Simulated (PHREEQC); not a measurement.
Make-up at 25 °C and 100 atm: 3.8 mol/kgw K2CO3 and 0.13 mol/kgw H3BO3. Closed to the air; pH follows from the charge balance.

The numbers come from PHREEQC with the Pitzer model, pitzer.dat.

Each row changes one thing in this solution. This is a speciation only: nothing precipitates in the calculation.

| case | pH | ionic strength (mol/kgw) | B(OH)3 (mol/kgw) | B4O5(OH)4-2 (mol/kgw) |
|---|---|---|---|---|
| as made | 11.58 | 11.3 | 0.00321 | 8.29e-5 |
| K2CO3 replaced by KOH at the same molality | 14.92 | 3.80 | 5.95e-7 | 1.62e-11 |
| H3BO3 from 0.13 to 0.195 mol/kgw | 11.40 | 11.2 | 0.00702 | 0.000857 |
| H3BO3 from 0.13 to 0.013 mol/kgw | 12.47 | 11.4 | 4.17e-5 | 1.41e-10 |
| H3BO3 from 0.13 to 0.143 mol/kgw | 11.54 | 11.3 | 0.00387 | 0.000145 |

In brines, pH and single-ion activities rest on the MacInnes convention. Under pressure, the constants of complexes without a molar volume in the database are unreliable.
